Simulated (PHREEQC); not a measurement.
A solution holds 0.0023 mol NaH2PO4 and 8e-05 mol H4SiO4 per kg of water, at 30 °C. Closed to the air; pH follows from the charge balance.

All values are PHREEQC results (ion-association model, wateq4f.dat), not measurements.

Each row changes one thing in this solution. No solid was allowed to form.

```
case                                               pH  ionic strength (mol/kgw)  H3SiO4- (mol/kgw)  SI of Quartz (SiO2)
-----------------------------------------------  ----  ------------------------  -----------------  -------------------
as made                                          4.95                   0.00233            1.33e-9                -0.19
NaH2PO4 from 0.0023 to 0.0046 mol/kgw            4.84                   0.00464            1.04e-9                -0.19
diluted 100-fold with water                      5.92                   2.54e-5           1.18e-10                -2.19
NaH2PO4 left out                                 6.77                   1.69e-7            8.28e-8                -0.19
H4SiO4 replaced by Na2SiF6 at the same molality  3.79                   0.00263           9.12e-11                -0.19
H4SiO4 from 8e-05 to 8.8e-05 mol/kgw             4.95                   0.00233            1.46e-9                -0.15
diluted 2-fold with water                        5.08                   0.00117           8.83e-10                -0.49
```

Complexes and solids missing from the database can't appear. H3PO4, which wateq4f.dat lacks, is added to it with the constant of phreeqc.dat. SiF6-2 is the database's only silicon fluoride.
